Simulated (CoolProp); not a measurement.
A simple Rankine cycle with R152A: condensing at 320.15 K, boiler at 3.34 MPa, turbine inlet 385.7 K, turbine efficiency 0.85, pump efficiency 0.6, no recuperator. Each further row changes one setting.

Computed with CoolProp (reference Helmholtz-energy equation of state, Outcalt 1996). It is a modified Benedict-Webb-Rubin equation, recast in Helmholtz form.

```tsv
case	thermal efficiency (%)	net work (kJ/kg)	heat in (kJ/kg)	turbine exit temperature (K)	volume ratio over the turbine
as stated	[?]	26.4	287	327.5	3.26
turbine inlet 405.7 K	9.6	31.3	[?]	351.5	3.12
condensing temperature 312.15 K	10.6	31.9	302	318.5	4.01
boiler pressure 2.34 MPa	[?]	21.9	314	350.3	2.15
turbine efficiency 0.75	7.9	22.7	287	330.1	3.31
```

Problem. What belongs in the gaps?

Solution. 
- as stated, thermal efficiency (%): 9.2
- turbine inlet 405.7 K, heat in (kJ/kg): 325
- boiler pressure 2.34 MPa, thermal efficiency (%): 7.0
